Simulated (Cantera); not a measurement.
Charge: 1 mol B₂H₆, 0.061 mol H₂O, 39 mol N₂, held at 948 K and 340 Pa.

These are equilibrium values from Cantera (NASA tables, ideal gas, pure condensed phases), not measurements of a reactor. Candidate condensed phases: B, BN, B₂O₃, B₃O₃H₃, H₂O; 39 gas species. The feed counts by its element totals alone. N₂ is the only nitrogen source here; it is nearly inert below about 1500 K, so the nitride shown seldom forms there in practice. Kinetics and transport are ignored.

Base state: N₂ 0.925, H₂ 0.0744, H₂O 0.000108 (mole fractions); condensed: BN(s) + B₂O₃(l).

### Question
What changes in the equilibrium state with this change: H₂O from 0.061 to 1.4 mol?

### Answer
```tsv
species	before	after
N₂	0.925	0.897
H₂	0.0744	0.103
H₂O	0.000108	0.000147
BN(s), mol	1.96	1.07
B₂O₃(l), mol	0.0188	0.465
```

### Question
What changes in the equilibrium state with this change: temperature from 948 K to 2175 K?

### Answer
```csv
species,before,after
N₂,0.925,0.914
H₂,0.0744,0.0629
H,2.45e-9,0.0210
BO,<1e-9,0.00116
B,<1e-9,0.000367
HBO,2.37e-9,0.000281
BH₂,<1e-9,4.78e-5
B₂O,<1e-9,1.66e-5
BN,<1e-9,1.47e-5
"BN(s), mol",1.96,1.92
"B₂O₃(l), mol",0.0188,0
```
The tables' values for BH₂ are old estimates; treat these amounts as uncertain.

### Question
What changes in the equilibrium state with this change: temperature from 948 K to 2148.15 K?

### Answer
```json
[
 {"species": "N₂", "before": "0.925", "after": "0.916"},
 {"species": "H₂", "before": "0.0744", "after": "0.0644"},
 {"species": "H", "before": "2.45e-9", "after": "0.0182"},
 {"species": "BO", "before": "<1e-9", "after": "0.00113"},
 {"species": "B", "before": "<1e-9", "after": "0.000211"},
 {"species": "HBO", "before": "2.37e-9", "after": "0.000316"},
 {"species": "BH₂", "before": "<1e-9", "after": "3.61e-5"},
 {"species": "B₂O", "before": "<1e-9", "after": "1.28e-5"},
 {"species": "H₂O", "before": "0.000108", "after": "1.16e-8"},
 {"species": "BN(s), mol", "before": "1.96", "after": "1.93"},
 {"species": "B₂O₃(l), mol", "before": "0.0188", "after": "0"}
]
```
The tables' values for BH₂ are old estimates; treat these amounts as uncertain.
